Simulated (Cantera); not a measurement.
Thermodynamics of nitride etching, feed AlN + O₂ + H₂

Input: 1 mol AlN, 6.2 mol O₂, 0.39 mol H₂, equilibrated at 0.133 bar.

Method: chemical equilibrium by Gibbs-energy minimisation in Cantera with the NASA 1993 tables (ideal gas, pure condensed phases). Candidate condensed phases: Al, AlN, Al₂O₃, H₂O; 35 gas species. Rates play no part.

From 602 °C to 1702 °C the condensed part is Al₂O₃(s).

```
T (°C)   x O₂    x N₂   x H₂O      x NO      x OH       x O      x H₂  n Al₂O₃(s)
------  -----  ------  ------  --------  --------  --------  --------  ----------
602     0.855  0.0814  0.0635   4.22e-6   1.32e-8  5.20e-12    <1e-12       0.500
702     0.855  0.0814  0.0635   1.53e-5   1.30e-7  1.83e-10  7.65e-12       0.500
802     0.855  0.0813  0.0635   4.37e-5   8.42e-7   3.32e-9  1.32e-10       0.500
902     0.855  0.0813  0.0635  0.000104   3.96e-6   3.70e-8   1.40e-9       0.500
1002    0.855  0.0813  0.0635  0.000217   1.46e-5   2.83e-7   1.04e-8       0.500
1102    0.855  0.0812  0.0634  0.000407   4.47e-5   1.61e-6   5.75e-8       0.500
1202    0.855  0.0810  0.0634  0.000699  0.000117   7.27e-6   2.53e-7       0.500
1302    0.854  0.0808  0.0633   0.00112  0.000273   2.71e-5   9.23e-7       0.500
1402    0.854  0.0805  0.0632   0.00170  0.000572   8.65e-5   2.89e-6       0.500
1502    0.853  0.0801  0.0629   0.00245   0.00110  0.000242   7.93e-6       0.500
1602    0.852  0.0796  0.0624   0.00340   0.00198  0.000608   1.95e-5       0.500
1702    0.850  0.0790  0.0616   0.00455   0.00333   0.00139   4.36e-5       0.500
```
x: gas mole fraction; n: condensed amount in mol.
